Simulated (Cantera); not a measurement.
Diamond growth

A diamond (100) surface in a fixed gas of H2 with x(CH4) = 0.012, x(H) = 0.0025, at 1025 K, 0.200 bar; coverages are run to steady state.

Detailed kinetics in Cantera: the Harris–Goodwin 1993 mechanism for the reconstructed diamond (100) surface.

```json
[
 {"x(CH3)": "1e-06", "growth (µm/h)": "0.113", "θ c6HH": "0.576", "θ c6H*": "0.0206", "θ c6*H": "0.392", "θ c6**": "0.0112", "θ c6HM": "0.000188"},
 {"x(CH3)": "2.6e-06", "growth (µm/h)": "0.294", "θ c6HH": "0.576", "θ c6H*": "0.0206", "θ c6*H": "0.392", "θ c6**": "0.0112", "θ c6HM": "0.000489"},
 {"x(CH3)": "6.6e-06", "growth (µm/h)": "0.746", "θ c6HH": "0.575", "θ c6H*": "0.0206", "θ c6*H": "0.391", "θ c6**": "0.0112", "θ c6HM": "0.00124"},
 {"x(CH3)": "1.7e-05", "growth (µm/h)": "1.92", "θ c6HH": "0.574", "θ c6H*": "0.0205", "θ c6*H": "0.390", "θ c6**": "0.0112", "θ c6HM": "0.00319"},
 {"x(CH3)": "4.4e-05", "growth (µm/h)": "4.92", "θ c6HH": "0.570", "θ c6H*": "0.0204", "θ c6*H": "0.387", "θ c6**": "0.0111", "θ c6HM": "0.00818"},
 {"x(CH3)": "0.00011", "growth (µm/h)": "12.1", "θ c6HH": "0.560", "θ c6H*": "0.0200", "θ c6*H": "0.381", "θ c6**": "0.0108", "θ c6HM": "0.0201"},
 {"x(CH3)": "0.00029", "growth (µm/h)": "30.2", "θ c6HH": "0.536", "θ c6H*": "0.0191", "θ c6*H": "0.364", "θ c6**": "0.0102", "θ c6HM": "0.0502"},
 {"x(CH3)": "0.00076", "growth (µm/h)": "69.9", "θ c6HH": "0.484", "θ c6H*": "0.0172", "θ c6*H": "0.326", "θ c6**": "0.00873", "θ c6HM": "0.116"},
 {"x(CH3)": "0.002", "growth (µm/h)": "141", "θ c6HH": "0.390", "θ c6H*": "0.0136", "θ c6*H": "0.259", "θ c6**": "0.00624", "θ c6HM": "0.236"}
]
```
θ: site fractions in the mechanism's names (c6HH fully hydrogenated, c6H* and c6*H radical sites, c6** diradical, c6HM methylated).
